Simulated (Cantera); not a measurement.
Mixture: H₂ : O₂ : N₂ = 1 : 0.735 : 4.63 (molar parts), equivalence ratio 0.68, at 2.00 bar, adiabatic and at constant volume. Ignition delay is the time to a rise of 400 K.

Computed with Cantera and GRI-Mech 3.0 (53 species, 325 reactions). Where the delays flatten at high temperature, the 400 K rule measures the pace of heat release, not the induction time.

Predict: delay at 1175 K; delay at 1325 K; delay at 1475 K; delay at 1625 K.


| Property | Value |
|---|---|
| delay at 1175 K | 42.3 µs |
| delay at 1325 K | 19.5 µs |
| delay at 1475 K | 12.6 µs |
| delay at 1625 K | 10.2 µs |
